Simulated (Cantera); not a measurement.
An isothermal, constant-pressure homogeneous reactor starts with 19.6 % C2H6, 80.4 % H2, at 1975 K and 0.390 Torr.

Model: GRI-Mech 3.0 (53 species, 325 reactions), integrated in Cantera. GRI-Mech 3.0 stops at C3 and has no aromatics, soot or wall deposition, so with more carbon than oxygen in the feed, carbon stays in small species such as C2H2 where larger ones or solid carbon would form. Radical loss at walls, strong at low pressure, is not modelled.

### Question
Predict: x(H2) at 30.0 s; x(C2H4) at 30.0 s; x(C2H2) at 30.0 s; x(CH3) at 30.0 s; x(C2H) at 30.0 s; x(H) at 30.0 s.

### Answer
```json
{
  "x(H2) at 30.0 s": "0.822 (gas-phase equilibrium 0.809)",
  "x(C2H4) at 30.0 s": "6.61e-7 (gas-phase equilibrium 4.44e-7)",
  "x(C2H2) at 30.0 s": "0.138 (gas-phase equilibrium 0.137)",
  "x(CH3) at 30.0 s": "5.45e-6 (gas-phase equilibrium 3.29e-6)",
  "x(C2H) at 30.0 s": "0.000116 (gas-phase equilibrium 0.000158)",
  "x(H) at 30.0 s": "0.0402 (gas-phase equilibrium 0.0544)"
}
```
